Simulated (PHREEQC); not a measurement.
Silver or lead bath: an equilibrium model

Consider water at 75 °C with 0.17 mmol/kgw PbCl2, 0.044 mmol/kgw KNO3 and 0.015 mmol/kgw Na2SO4. It is in equilibrium with CO2 at log p = -3.4 (atm). Otherwise closed; pH follows from the charge balance.

Model: ion-association model, phreeqc.dat, run in PHREEQC.

No solid was allowed to form.

Question: What pH, specific conductance does the model give?

Answer: pH 5.60; specific conductance 136 µS/cm.

Question: In which forms is Pb present?

Answer: Pb+2 95 %, PbCl+ 3.2 %, PbOH+ 0.7 %, PbSO4 0.6 % of the Pb.

Examples of supersaturated solids here: Pb(OH)2. Others may be too. Complexes and solids missing from the database can't appear. At this temperature some constants are extrapolated from 25 °C, and those without enthalpy data are left unchanged.
